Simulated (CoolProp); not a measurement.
R123 at 357.54 K and 0.281 MPa is compressed adiabatically to 1.57 MPa with isentropic efficiency 0.85. Each further row changes one setting.

Values from CoolProp's reference Helmholtz-energy equation of state, Younglove 1994. It is a modified Benedict-Webb-Rubin equation, recast in Helmholtz form.

```
case             work (kJ/kg)  final temperature (K)  final density (kg/m³)
---------------  ------------  ---------------------  ---------------------
as stated                 ___                    ___                    ___
efficiency 1              ___                    ___                    ___
efficiency 0.65           ___                  435.7                    ___
```

### Question
Complete the blanks.

### Answer

- as stated, work (kJ/kg): 36.6
- as stated, final temperature (K): 424.1
- as stated, final density (kg/m³): 88.8
- efficiency 1, work (kJ/kg): 31.1
- efficiency 1, final temperature (K): 418.5
- efficiency 1, final density (kg/m³): 91.8
- efficiency 0.65, work (kJ/kg): 47.8
- efficiency 0.65, final density (kg/m³): 83.4
